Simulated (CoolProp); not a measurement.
Sulfur dioxide along the isobar 8.91 MPa: fugacity coefficient from the reference equation and from simpler models built on Tc = 157.5 °C, pc = 7.887 MPa, ω = 0.256; each cubic takes its own stable root.

Model: reference Helmholtz-energy equation of state, Gao 2016, in CoolProp.

```json
[
 {"T (°C)": "87.05", "phase": "liquid", "reference": "0.2214", "van der Waals": "0.3809", "Redlich-Kwong": "0.2758", "Soave-Redlich-Kwong": "0.2309", "Peng-Robinson": "0.2222"},
 {"T (°C)": "103.55", "phase": "liquid", "reference": "0.2957", "van der Waals": "0.4410", "Redlich-Kwong": "0.3489", "Soave-Redlich-Kwong": "0.3082", "Peng-Robinson": "0.2964"},
 {"T (°C)": "120.05", "phase": "liquid", "reference": "0.3804", "van der Waals": "0.5024", "Redlich-Kwong": "0.4274", "Soave-Redlich-Kwong": "0.3956", "Peng-Robinson": "0.3804"},
 {"T (°C)": "136.45", "phase": "liquid", "reference": "0.4726", "van der Waals": "0.5635", "Redlich-Kwong": "0.5080", "Soave-Redlich-Kwong": "0.4890", "Peng-Robinson": "0.4703"},
 {"T (°C)": "152.95", "phase": "liquid", "reference": "0.5690", "van der Waals": "0.6230", "Redlich-Kwong": "0.5876", "Soave-Redlich-Kwong": "0.5836", "Peng-Robinson": "0.5617"},
 {"T (°C)": "169.45", "phase": "supercritical", "reference": "0.6528", "van der Waals": "0.6764", "Redlich-Kwong": "0.6550", "Soave-Redlich-Kwong": "0.6615", "Peng-Robinson": "0.6370"},
 {"T (°C)": "185.95", "phase": "supercritical", "reference": "0.7013", "van der Waals": "0.7124", "Redlich-Kwong": "0.6965", "Soave-Redlich-Kwong": "0.7080", "Peng-Robinson": "0.6826"},
 {"T (°C)": "202.45", "phase": "supercritical", "reference": "0.7388", "van der Waals": "0.7398", "Redlich-Kwong": "0.7290", "Soave-Redlich-Kwong": "0.7449", "Peng-Robinson": "0.7190"},
 {"T (°C)": "218.85", "phase": "supercritical", "reference": "0.7698", "van der Waals": "0.7628", "Redlich-Kwong": "0.7563", "Soave-Redlich-Kwong": "0.7758", "Peng-Robinson": "0.7498"},
 {"T (°C)": "235.35", "phase": "supercritical", "reference": "0.7963", "van der Waals": "0.7830", "Redlich-Kwong": "0.7801", "Soave-Redlich-Kwong": "0.8026", "Peng-Robinson": "0.7767"},
 {"T (°C)": "251.85", "phase": "supercritical", "reference": "0.8194", "van der Waals": "0.8008", "Redlich-Kwong": "0.8008", "Soave-Redlich-Kwong": "0.8260", "Peng-Robinson": "0.8003"}
]
```
